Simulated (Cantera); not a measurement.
A perfectly stirred reactor is fed with 3.70 % NH3, 96.3 % N2, at 51.0 Torr; it is held at 1723 K, and followed from long to short residence time.

Detailed kinetics in Cantera: the gas-phase N/H chemistry of the illustrative SiF4/NH3 mechanism in the Surface Chemkin manual (1991). Walls and surfaces, which speed up NH3 decomposition in real reactors, are not modelled.

Predict: x(NH3) at τ = 2.30 s; x(N2H2) at τ = 2.30 s; x(NH) at τ = 2.30 s; x(NH2) at τ = 2.30 s; x(NH3) at τ = 37.0 ms; x(N2H2) at τ = 37.0 ms; x(NH) at τ = 37.0 ms; x(N2H4) at τ = 37.0 ms; x(NH2) at τ = 37.0 ms.


| Item | Value |
|---|---|
| x(NH3) at τ = 2.30 s | 0.0264 |
| x(N2H2) at τ = 2.30 s | 8.97e-8 |
| x(NH) at τ = 2.30 s | 1.28e-6 |
| x(NH2) at τ = 2.30 s | 4.63e-5 |
| x(NH3) at τ = 37.0 ms | 0.0369 |
| x(N2H2) at τ = 37.0 ms | 4.72e-8 |
| x(NH) at τ = 37.0 ms | 2.89e-7 |
| x(N2H4) at τ = 37.0 ms | 1.15e-9 |
| x(NH2) at τ = 37.0 ms | 5.12e-5 |
